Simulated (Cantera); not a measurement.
A freely propagating, adiabatic, planar premixed flame of CH₄ : H₂ : O₂ : N₂ = 1 : 0.32 : 1.8 : 6.77 (molar parts), equivalence ratio 1.2, unburnt at 650 K and 12000 Pa; mixture-averaged transport, grid criteria slope 0.08 and curve 0.16, no radiation.

Cantera simulation using GRI-Mech 3.0 (53 species, 325 reactions); the numbers are that mechanism's predictions, not measurements. Burning velocities carry a grid error of a few per cent, more on coarse grids.

**Question.** Predict: laminar burning velocity; thermal thickness; peak x(C₂H₄); peak x(C₂H₆); peak x(C₂H₂).

**Answer.** 
| Property | Result |
|---|---|
| laminar burning velocity | 245 cm/s |
| thermal thickness | 1.98 mm |
| peak x(C₂H₄) | 0.000703 |
| peak x(C₂H₆) | 0.00134 |
| peak x(C₂H₂) | 0.000358 |
